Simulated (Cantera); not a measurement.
Charge: 1 mol AlCl₃, 0.22 mol NH₃, 21 mol N₂, equilibrated at 1652 °C and 10.0 mbar.

Equilibrium computed with Cantera from the NASA thermochemical tables; the gas is ideal and each condensed phase is pure. Candidate condensed phases: Al, AlCl₃, AlN, NH₄Cl; 20 gas species. The tables' values for AlCl₂ are old estimates; treat these amounts as uncertain. Kinetics and transport are ignored.

Base state: N₂ 0.918, HCl 0.0277, AlCl₃ 0.0193, AlCl 0.0135, AlCl₂ 0.0107, Cl 0.00991, H₂ 0.000404, H 0.000192 (mole fractions); condensed: gas only.

Problem. What changes in the equilibrium state with this change: AlCl₃ replaced by Al?

Solution. 
| species | before | after |
|---|---|---|
| N₂ | 0.918 | 0.979 |
| H₂ | 0.000404 | 0.0150 |
| Al | 1.50e-6 | 0.00473 |
| HCl | 0.0277 | 0 |
| AlCl₃ | 0.0193 | 0 |
| AlCl | 0.0135 | 0 |
| AlCl₂ | 0.0107 | 0 |
| Cl | 0.00991 | 0 |
| AlH | 1.00e-9 | 1.92e-5 |
| H | 0.000192 | 0.00117 |
| AlN(s), mol | 0 | 0.900 |
